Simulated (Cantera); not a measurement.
Feed: 1 mol Ti, 5.4 mol CO2, 12 mol CO, held at 500000 Pa.

These are equilibrium values from Cantera (NASA tables, ideal gas, pure condensed phases), not measurements of a reactor. Candidate condensed phases: C, Ti, TiC, TiO, TiO2, Ti2O3, Ti3O5, Ti4O7; 15 gas species. Kinetics and transport are ignored.

Q: Which condensed phases are stable at each of these points (T (K)): 850, 950, 1050, 1150, 1250, 1350, 1450, 1550, 1650, 1750, 1850?

A: 
| T (K) | condensed phases | Ti condensed (%) |
|---|---|---|
| 850 | C(graphite) + TiO2(rutile) | 100.0 |
| 950 | C(graphite) + TiO2(rutile) | 100.0 |
| 1050 | C(graphite) + TiO2(rutile) | 100.0 |
| 1150 | TiO2(rutile) | 100.0 |
| 1250 | TiO2(rutile) | 100.0 |
| 1350 | TiO2(rutile) | 100.0 |
| 1450 | TiO2(rutile) | 100.0 |
| 1550 | TiO2(rutile) | 100.0 |
| 1650 | TiO2(rutile) | 100.0 |
| 1750 | TiO2(rutile) | 100.0 |
| 1850 | TiO2(rutile) | 100.0 |

From 850 K to 1050 K the condensed part is C(graphite) + TiO2(rutile). From 1150 K to 1850 K the condensed part is TiO2(rutile).
